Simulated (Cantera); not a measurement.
An adiabatic, constant-volume homogeneous reactor starts with H₂ : O₂ : N₂ : NO = 1 : 0.455 : 1.71 : 0.0075 (molar parts), at 1150 K and 0.217 atm. Integrator tolerance rtol = 1e-08.

Detailed kinetics in Cantera: GRI-Mech 3.0 (53 species, 325 reactions). The mechanism lacks 2 NO + O2 → 2 NO2 and HONO, so NO2 and the effect of NO are under-described below about 1400 K.

Question: What does this change do: initial temperature 1150 to 1348 K?

Answer: 
| quantity | before | after |
|---|---|---|
| time of steepest temperature rise | 0.254 ms | 0.100 ms |
| temperature at 2.00 s | 2795 K | 2821 K |
| equilibrium temperature | 2795 K | 2821 K |
| x(H₂) at 2.00 s | 0.0694 (gas-phase equilibrium 0.0694) | 0.0735 (gas-phase equilibrium 0.0735) |
| x(O₂) at 2.00 s | 0.0122 (gas-phase equilibrium 0.0122) | 0.0138 (gas-phase equilibrium 0.0138) |
| x(NO) at 2.00 s | 0.00767 (gas-phase equilibrium 0.00767) | 0.00839 (gas-phase equilibrium 0.00839) |
| x(N₂O) at 2.00 s | 2.59e-7 (gas-phase equilibrium 2.59e-7) | 2.63e-7 (gas-phase equilibrium 2.63e-7) |
| x(N₂) at 2.00 s | 0.593 (gas-phase equilibrium 0.593) | 0.587 (gas-phase equilibrium 0.587) |
| x(H₂O₂) at 2.00 s | 2.38e-7 (gas-phase equilibrium 2.38e-7) | 2.33e-7 (gas-phase equilibrium 2.33e-7) |
| x(O) at 2.00 s | 0.00851 (gas-phase equilibrium 0.00851) | 0.0107 (gas-phase equilibrium 0.0107) |
